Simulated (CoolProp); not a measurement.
Propylene along the isotherm 271.5 K: Z from the reference equation and from simpler models built on Tc = 364.2 K, pc = 4.555 MPa, ω = 0.146; each cubic takes its own stable root.

The numbers come from the reference Helmholtz-energy equation of state, Lemmon 2013 in CoolProp.

```
p (MPa)   phase  reference
-------  ------  ---------
0.712    liquid    0.02418
1.42     liquid    0.04810
2.14     liquid    0.07229
2.85     liquid    0.09603
3.56     liquid     0.1197
4.27     liquid     0.1432
4.98     liquid     0.1666
5.69     liquid     0.1899
6.41     liquid     0.2134
7.12     liquid     0.2366
7.83     liquid     0.2596
8.54     liquid     0.2826
9.25     liquid     0.3054
9.96     liquid     0.3282
10.7     liquid     0.3518
11.4     liquid     0.3742
```

**Question.** How far does each simpler model (Redlich-Kwong, Peng-Robinson) lie from the reference over these 16 states: mean and median of the absolute difference, and the worst?

**Answer.** 
- Redlich-Kwong: mean 8.7 %, median 8.6 %, worst +10.4 % at 271.5 K and 0.712 MPa
- Peng-Robinson: mean 5.5 %, median 5.6 %, worst -6.1 % at 271.5 K and 11.4 MPa
